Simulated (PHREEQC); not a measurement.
A solution holds 0.0061 mol/kgw NH4HF2, 0.00081 mol/kgw H2SiF6 and 0.00013 mol/kgw H3PO4, at 20 °C. Closed to the air; pH follows from the charge balance.

The numbers come from PHREEQC with the ion-association model, phreeqc.dat.

Question: The ionic strength comes out as 0.00800 mol/kgw. What activity coefficients do SiF6-2, HF2-, H2PO4-, H+, NH4+ get?

Answer: SiF6-2 0.70, HF2- 0.91, H2PO4- 0.91, H+ 0.92, NH4+ 0.91.

No solid was allowed to form. SiF6-2 is the database's only silicon fluoride.
